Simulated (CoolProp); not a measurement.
Nitrous oxide along the isotherm 332.1 K: fugacity coefficient from the reference equation and from simpler models built on Tc = 309.5 K, pc = 7.245 MPa, ω = 0.161; each cubic takes its own stable root.

The numbers come from the reference Helmholtz-energy equation of state, Lemmon 2006 in CoolProp. It is a short technical equation, of lower accuracy than the large ones.

```tsv
p (MPa)	phase	reference
2.59	gas	0.9034
5.17	gas	0.8107
7.76	supercritical	0.7195
10.3	supercritical	0.6294
12.9	supercritical	0.5463
15.5	supercritical	0.4853
18.1	supercritical	0.4411
20.7	supercritical	0.4080
23.3	supercritical	0.3826
25.9	supercritical	0.3626
28.5	supercritical	0.3468
31	supercritical	0.3345
33.6	supercritical	0.3242
36.2	supercritical	0.3157
```

Question: How far does each simpler model (van der Waals, Redlich-Kwong, Soave-Redlich-Kwong, Peng-Robinson) lie from the reference over these 14 states: mean and median of the absolute difference, and the worst?

Answer: 
- van der Waals: mean 7.4 %, median 6.2 %, worst +17.7 % at 332.1 K and 36.2 MPa
- Redlich-Kwong: mean 2.1 %, median 2.0 %, worst +4.9 % at 332.1 K and 36.2 MPa
- Soave-Redlich-Kwong: mean 4.6 %, median 5.1 %, worst +8.6 % at 332.1 K and 36.2 MPa
- Peng-Robinson: mean 1.7 %, median 1.5 %, worst -2.8 % at 332.1 K and 10.3 MPa
